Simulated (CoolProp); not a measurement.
Vapour-liquid equilibrium of p-xylene (1) + n-undecane (2) at 415 kPa; x and y are mole fractions of (1).

Model: multi-fluid Helmholtz-energy mixture model, Zhou 2012 and Aleksandrov 2011; pair parameters Bell 2016, in CoolProp.

```tsv
x	bubble temperature, mixture model (°C)	bubble temperature, Raoult's law (°C)	y, mixture model	y, Raoult's law
0.05	259.0	258.0	0.105	0.135
0.15	251.0	248.7	0.293	0.350
0.25	243.3	240.4	0.449	0.511
0.35	236.1	233.1	0.579	0.634
0.45	229.4	226.6	0.686	0.730
0.55	223.1	220.8	0.772	0.805
0.65	217.3	215.5	0.843	0.865
0.75	211.9	210.6	0.900	0.913
0.85	206.9	206.2	0.947	0.953
0.95	202.4	202.2	0.984	0.986
```

The largest gap from Raoult's law is +3.0 K in bubble temperature, at x = 0.35. No azeotrope shows between x = 0.05 and 0.95.

Pair parameters are fitted to limited data, so mixtures are less certain than the pure fluids.
